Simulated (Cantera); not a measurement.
Input: 1 mol PbO, 21 mol N2, at 1473.15 K and 13.0 mbar.

Equilibrium computed with Cantera from the NASA thermochemical tables; the gas is ideal and each condensed phase is pure. Candidate condensed phases: Pb, PbO, PbO2, Pb3O4; 12 gas species. Gases not in the tables: (PbO)n polymers. Equilibrium is a limit: real reactors are often held back by kinetics, nucleation or transport.

Base state: N2 0.948, PbO 0.0314, Pb 0.0138, O2 0.00677, NO 0.000211 (mole fractions); condensed: gas only.

Task: What changes in the equilibrium state with this change: temperature from 1473.15 K to 1298.15 K?

Result: 
```tsv
species	before	after
N2	0.948	0.958
PbO	0.0314	0.0336
Pb	0.0138	0.00569
O2	0.00677	0.00282
NO	0.000211	5.00e-5
PbO(l), mol	0	0.138
```
